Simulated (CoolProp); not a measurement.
Vapour-liquid equilibrium of trans-2-butene (1) + acetone (2) at 1.29 MPa; x and y are mole fractions of (1).

Model: multi-fluid Helmholtz-energy mixture model, Lemmon 2005 and Lemmon 2006; pair parameters Bell 2016, in CoolProp.

**Question.** Give the bubble temperature and the first vapour's composition at x = 0.05, 0.45, 0.95. Is there an azeotrope?

**Answer.** x = 0.05: 147.4 °C, y = 0.163; x = 0.45: 107.6 °C, y = 0.728; x = 0.95: 93.1 °C, y = 0.964. No azeotrope shows between x = 0.05 and 0.95.

The pair parameters rest on a limited set of measurements; away from them the model extrapolates.
